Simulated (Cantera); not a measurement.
Input: 1 mol borazine, a varied amount of O2, 140 mol H2, held at 1973.15 K and 4.13 Torr.

These are equilibrium values from Cantera (NASA tables, ideal gas, pure condensed phases), not measurements of a reactor. Candidate condensed phases: B, BN, B2O3, B3O3H3, H2O; 39 gas species. The feed counts by its element totals alone. Equilibrium is a limit: real reactors are often held back by kinetics, nucleation or transport.

Task: Which condensed phases are stable at each of these points (n(O2) (mol)): 0.35, 0.56, 0.89, 1.4, 2.3, 3.7, 5.9, 9.4?

Result: 
| n(O2) (mol) | condensed phases | B condensed (%) |
|---|---|---|
| 0.35 | B(s) | 74.6 |
| 0.56 | B(s) | 60.6 |
| 0.89 | B(s) | 38.5 |
| 1.4 | B(s) | 4.5 |
| 2.3 | gas only | 0.0 |
| 3.7 | gas only | 0.0 |
| 5.9 | gas only | 0.0 |
| 9.4 | gas only | 0.0 |

From 0.35 mol O2 to 1.4 mol O2 the condensed part is B(s). From 2.3 mol O2 to 9.4 mol O2 nothing is condensed.
